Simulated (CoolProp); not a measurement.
The numbers come from the reference Helmholtz-energy equation of state, Tillner-Roth 1997 in CoolProp.

### Question
Give the vapour pressure (kPa), liquid density (kg/m³), liquid cp (kJ/(kg K)), surface tension (mN/m) of saturated CH2F2 (R32) at 166.7, 177.2, 271.2 K.

### Answer
| T (K) | p (kPa) | liquid density (kg/m³) | liquid cp (kJ/(kg K)) | surface tension (mN/m) |
|---|---|---|---|---|
| 166.7 | 2.08 | 1360 | 1.56 | 32.1 |
| 177.2 | 5.44 | 1330 | 1.56 | 29.8 |
| 271.2 | 764 | 1060 | 1.73 | 11.3 |

Surface tension comes from a separate correlation (Mulero 2012).
